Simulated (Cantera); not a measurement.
Counterflow diffusion flame

A counterflow diffusion flame at 760 Torr, nozzles 20 mm apart: fuel side 100 % CH4 at 475 K, oxidiser side 25.0 % O2, 75.0 % N2 at 473 K, fuel mass flux 0.6 times the oxidiser's; mixture-averaged transport, no radiation.

Detailed kinetics in Cantera: GRI-Mech 3.0 (53 species, 325 reactions). GRI-Mech 3.0 has no aromatics or soot, which form on the fuel side of real flames. The maximum strain rate includes the flame's own expansion and is several times the mean.

```csv
oxidiser flux (kg/m²/s),max strain (1/s),mean strain (1/s),T max (K),peak x OH,peak x H,peak x NO,peak x CO,peak x C2H2
0.25,184,34.9,2277,0.0121,0.00552,0.000449,0.0778,0.0195
0.33,233,46.1,2263,0.0121,0.00575,0.000419,0.0765,0.0188
0.43,294,60.1,2251,0.0121,0.00595,0.000391,0.0751,0.0181
0.57,376,79.7,2239,0.0121,0.00618,0.000365,0.0740,0.0175
0.74,475,103,2229,0.0120,0.00638,0.000340,0.0730,0.0169
0.97,606,136,2219,0.0120,0.00661,0.000313,0.0722,0.0163
1.3,788,182,2206,0.0119,0.00680,0.000281,0.0713,0.0155
1.7,1000,238,2192,0.0116,0.00694,0.000249,0.0704,0.0147
2.2,1270,308,2177,0.0114,0.00703,0.000217,0.0698,0.0138
```
x: mole fraction; the columns are a selection and need not sum to one.
